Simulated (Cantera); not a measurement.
## Ignition delay

Mixture: 17.4 % CH4, 17.4 % O2, 65.3 % N2, equivalence ratio 2.0, at 5.00 bar, adiabatic and at constant pressure. Ignition delay is the time to a rise of 400 K.

Model: GRI-Mech 3.0 (53 species, 325 reactions), integrated in Cantera.

```tsv
T0 (K)	delay (ms)
1125	40.3
1225	10.6
1325	3.16
1425	1.03
1525	0.361
1625	0.138
1725	0.0582
1825	0.0274
```

The apparent activation energy between 1625 and 1825 K comes out as 200 kJ/mol.
